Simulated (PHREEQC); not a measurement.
Solution (5 °C): 0.12 mol HF and 0.054 mol Na2HPO4 per kg of water. Closed to the air; pH follows from the charge balance.

Model: ion-association model, phreeqc.dat, run in PHREEQC.

No solid was allowed to form.

Q: Estimate the pH, ionic strength.

A: pH 2.90; ionic strength 0.108 mol/kgw.

Q: In which forms is P present?

A: H2PO4- 90 %, H3PO4 10.0 % of the P.

Away from 25 °C the constants follow the database's enthalpies or fits; those with neither stay at their 25 °C values.
